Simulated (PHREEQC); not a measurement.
1 kg of water holding 150 mmol/kgw MgCl2 and 130 mmol/kgw NaCl is evaporated at 20 °C; the solids stay in contact with the brine. CO2 from the air is kept out. Only these solids could form: Bischofite, Brucite, Halite, MgCl2_4H2O.

Model: Pitzer model, pitzer.dat, run in PHREEQC.

Question: Predict ionic strength, water activity at water left (kg) = 0.6755, 0.5552, 0.2533, 0.07809, 0.04335.

Answer: 
```
water left (kg)  ionic strength  water activity
---------------  --------------  --------------
0.6755                    0.859           0.983
0.5552                     1.04           0.979
0.2533                     2.29           0.949
0.07809                    7.43           0.763
0.04335                    11.3           0.598
```
